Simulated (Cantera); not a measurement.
Input (Python, Cantera) and output of one run.

```python
import numpy as np
import cantera as ct

gas_names = [...]  # 109 gases of nasa_gas.yaml made of C, Cl, H, Si
cond_names = """
    C(gr) C6H6(L) C7H8(L) C8H18(L),n-octa Si(cr) Si(L) SiC(b)
""".split()


# ... load() reads the species with a 1 bar reference pressure and builds the phases ...
atoms = {
    'CH3SiCl3': {'C': 1, 'H': 3, 'Si': 1, 'CL': 3},
    'C3H8': {'C': 3, 'H': 8},
    'H2': {'H': 2},
}
top_T = {'C(gr)': 4500, 'SiC(b)': 3050}  # K; cautious upper limits of use, not melting points


# ... equilibrate(T, P, feed) seeds the gas with the atoms and calls Mixture.equilibrate('TP', solver="vcs", rtol=1e-11, max_steps=5000) ...
results = []
feed = {'CH3SiCl3': 1, 'C3H8': 0.39, 'H2': 330}  # mol
P = 660  # Pa
for T in [1700, 1750, 1800, 1850, 1900, 1950, 2000, 2050, 2100]:
    mix = equilibrate(T, P, feed)
    results.append((T, P, feed, dict(zip(mix.species_names, mix.species_moles))))
    x = sorted(zip(gas.X, gas.species_names), reverse=True)
    print(f"T = {T:g} K  P = {P:g} Pa  gas = {mix.phase_moles(0):.4g} mol")
    print("   x: " + "  ".join(f"{s} {v:.3e}" for v, s in x if v > 0.001))
    print("   condensed (mol): " + ("  ".join(f"{mix.phase(i).name} {mix.phase_moles(i):.4g}"
          for i in range(1, mix.n_phases) if mix.phase_moles(i) > 1e-12) or "none"))
```

It prints:

```
T = 1700 K  P = 660 Pa  gas = 334.9 mol
   x: H2 9.892e-01  HCL 8.937e-03  H 1.804e-03
   condensed (mol): C(gr) 1.121  SiC(b) 0.9978
T = 1750 K  P = 660 Pa  gas = 335 mol
   x: H2 9.881e-01  HCL 8.924e-03  H 2.846e-03
   condensed (mol): C(gr) 1.095  SiC(b) 0.9964
T = 1800 K  P = 660 Pa  gas = 335.3 mol
   x: H2 9.865e-01  HCL 8.904e-03  H 4.377e-03
   condensed (mol): C(gr) 1.059  SiC(b) 0.9931
T = 1850 K  P = 660 Pa  gas = 335.7 mol
   x: H2 9.842e-01  HCL 8.877e-03  H 6.578e-03
   condensed (mol): C(gr) 1.009  SiC(b) 0.9857
T = 1900 K  P = 660 Pa  gas = 336.2 mol
   x: H2 9.810e-01  H 9.675e-03  HCL 8.838e-03
   condensed (mol): C(gr) 0.9462  SiC(b) 0.9688
T = 1950 K  P = 660 Pa  gas = 337 mol
   x: H2 9.764e-01  H 1.394e-02  HCL 8.786e-03
   condensed (mol): C(gr) 0.8725  SiC(b) 0.9314
T = 2000 K  P = 660 Pa  gas = 338 mol
   x: H2 9.703e-01  H 1.972e-02  HCL 8.714e-03
   condensed (mol): C(gr) 0.7996  SiC(b) 0.8512
T = 2050 K  P = 660 Pa  gas = 339.5 mol
   x: H2 9.619e-01  H 2.739e-02  HCL 8.618e-03  C2H2,acetylene 1.021e-03
   condensed (mol): C(gr) 0.7547  SiC(b) 0.6835
T = 2100 K  P = 660 Pa  gas = 341.6 mol
   x: H2 9.506e-01  H 3.739e-02  HCL 8.490e-03  Si 1.576e-03  C2H2,acetylene 1.373e-03
   condensed (mol): C(gr) 0.7942  SiC(b) 0.3426
```

Cantera equilibrium calculation (NASA polynomials, part measured and part estimated; ideal gas, pure solids and liquids). The feed counts by its element totals alone. The tables' values for SiCl are old estimates; treat these amounts as uncertain. Gases not in the tables: Si2H6 and higher silanes.
